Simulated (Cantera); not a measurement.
Charge: 1 mol Si3N4, 7.6 mol NF3, 0.89 mol N2, at 575 °C and 0.200 bar.

Equilibrium computed with Cantera from the NASA thermochemical tables; the gas is ideal and each condensed phase is pure. Candidate condensed phases: Si, Si3N4; 16 gas species. Kinetics and transport are ignored.

Base state: N2 0.434, F2 0.233, SiF4 0.217, NF3 0.0986, F 0.0180 (mole fractions); condensed: gas only.

**Question.** What changes in the equilibrium state with this change: temperature from 575 °C to 1500 °C?

**Answer.** 
```
species  before     after
-------  ------  --------
F        0.0180     0.526
N2        0.434     0.327
SiF4      0.217     0.147
F2        0.233  0.000940
NF3      0.0986   1.78e-9
```
